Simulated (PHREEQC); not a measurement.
## Copper plating or etch bath: an equilibrium model

Consider water at 25 °C with 0.015 mol/kgw Cu(BF4)2. Closed to the air; pH follows from the charge balance.

Computed with PHREEQC (ion-association model, wateq4f.dat).

No solid was allowed to form.

Task: Predict the pH.

Result: pH 2.82.

Task: In which forms is B present?

Result: BF4- 87 %, BF3OH- 6.4 %, H3BO3 4.4 %, BF2(OH)2- 1.7 % of the B.

Real BF4- forms and hydrolyses slowly; the run takes it at equilibrium.
